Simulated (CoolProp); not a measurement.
Octamethylcyclotetrasiloxane (D4) along the isotherm 431 K: density (kg/m³) from the reference equation and from simpler models built on Tc = 586.5 K, pc = 1347 kPa, ω = 0.598; each cubic takes its own stable root.

Computed with CoolProp (reference Helmholtz-energy equation of state, Thol 2015).

| p (kPa) | phase | reference |
|---|---|---|
| 1040 | liquid | 794.1 |
| 2070 | liquid | 798.3 |
| 3110 | liquid | 802.4 |
| 4150 | liquid | 806.2 |
| 5180 | liquid | 809.8 |
| 6220 | liquid | 813.3 |
| 7250 | liquid | 816.6 |
| 8290 | liquid | 819.8 |
| 9330 | liquid | 822.8 |
| 10400 | liquid | 825.9 |
| 11400 | liquid | 828.6 |
| 12400 | liquid | 831.3 |
| 13500 | liquid | 834.2 |

Q: How far does each simpler model (van der Waals, Peng-Robinson) lie from the reference over these 13 states: mean and median of the absolute difference, and the worst?

A: 
- van der Waals: mean 37.1 %, median 36.5 %, worst -41.4 % at 431 K and 1040 kPa
- Peng-Robinson: mean 4.2 %, median 4.3 %, worst +4.9 % at 431 K and 13500 kPa
